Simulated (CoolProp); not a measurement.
C2F6 (R116) along the isotherm 322.5 K: density (kg/m³) from the reference equation and from simpler models built on Tc = 293.0 K, pc = 3.048 MPa, ω = 0.257; each cubic takes its own stable root.

The numbers come from the reference Helmholtz-energy equation of state, Lemmon 2006 in CoolProp. It is a short technical equation, of lower accuracy than the large ones.

| p (MPa) | phase | reference |
|---|---|---|
| 0.416 | gas | 22.15 |
| 0.831 | gas | 45.90 |
| 1.25 | gas | 71.88 |
| 1.66 | gas | 99.67 |
| 2.08 | gas | 131.2 |
| 2.49 | gas | 165.7 |
| 2.91 | gas | 205.9 |
| 3.32 | supercritical | 251.6 |
| 3.74 | supercritical | 307.1 |
| 4.16 | supercritical | 374.3 |
| 4.57 | supercritical | 453.3 |

**Question.** How far does each simpler model (ideal gas, van der Waals, Redlich-Kwong, Soave-Redlich-Kwong, Peng-Robinson) lie from the reference over these 11 states: mean and median of the absolute difference, and the worst?

**Answer.** 
- ideal gas: mean 24.0 %, median 22.6 %, worst -48.1 % at 322.5 K and 4.57 MPa
- van der Waals: mean 4.3 %, median 0.9 %, worst +16.0 % at 322.5 K and 4.57 MPa
- Redlich-Kwong: mean 2.7 %, median 1.9 %, worst +6.9 % at 322.5 K and 4.57 MPa
- Soave-Redlich-Kwong: mean 1.1 %, median 0.3 %, worst -4.9 % at 322.5 K and 4.57 MPa
- Peng-Robinson: mean 2.2 %, median 2.4 %, worst +3.3 % at 322.5 K and 3.32 MPa
